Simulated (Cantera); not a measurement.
**Equilibrium for halide evaporation, hydrolysis and transport: PbF2 + N2**

Input: 1 mol PbF2, a varied amount of N2, held at 195 Torr.

Equilibrium computed with Cantera from the NASA thermochemical tables; the gas is ideal and each condensed phase is pure. Candidate condensed phases: Pb, PbF2; 12 gas species. Each liquid is taken as pure. Mutual solubility and eutectic melting of coexisting phases are not modelled. Kinetics and transport are ignored.

Stable condensed phases:

```
T in K \ n(N2) in mol
         0.34 0.52 0.79  1.2  1.8  2.8  4.3  6.6   10   15   24   36
   1973     A    A    A    A    A    A    A    A    A    A    A    A
   1873     A    A    A    A    A    A    A    A    A    A    A    A
   1773     A    A    A    A    A    A    A    A    A    A    A    A
   1673     A    A    A    A    A    A    A    A    A    A    A    A
   1573     A    A    A    A    A    A    A    A    A    A    A    A
   1473     B    B    B    A    A    A    A    A    A    A    A    A
   1373     C    C    C    C    C    B    B    A    A    A    A    A
   1273     C    C    C    C    C    C    C    B    B    B    B    A
   1173     C    C    C    C    C    C    C    C    C    C    B    B
   1073     C    C    C    C    C    C    C    C    C    C    C    C
    973     C    C    C    C    C    C    C    C    C    C    C    C
    873     D    D    D    D    D    D    C    C    C    C    C    C
    773     D    D    D    D    D    D    D    D    D    D    D    D
```

A: gas only; B: Pb; C: Pb + PbF2; D: PbF2.
